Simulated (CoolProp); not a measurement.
500 sccm (0 °C, 1 atm) of nitrogen bubbles through liquid n-nonane at 345.5 K and leaves saturated at a total pressure of 0.115 MPa (ideal gas phase). Each further row changes one setting.

Computed with CoolProp (reference Helmholtz-energy equation of state, Lemmon 2006). It is a short technical equation, of lower accuracy than the large ones.

| case | vapour pressure (kPa) | mole fraction of vapour | delivery (mg/min) | delivery (sccm) | change of delivery for a bath 1 K warmer (%) |
|---|---|---|---|---|---|
| as stated | 7.00 | 0.0609 | … | … | 4.8 |
| bath temperature 350.5 K | … | … | … | … | … |
| total pressure 0.23 MPa | 7.00 | 0.0305 | 89.9 | 15.7 | … |

### Question
Complete the blanks.

### Answer

- as stated, delivery (mg/min): 186
- as stated, delivery (sccm): 32.4
- bath temperature 350.5 K, vapour pressure (kPa): 8.69
- bath temperature 350.5 K, mole fraction of vapour: 0.0755
- bath temperature 350.5 K, delivery (mg/min): 234
- bath temperature 350.5 K, delivery (sccm): 40.8
- bath temperature 350.5 K, change of delivery for a bath 1 K warmer (%): 4.7
- total pressure 0.23 MPa, change of delivery for a bath 1 K warmer (%): 4.6
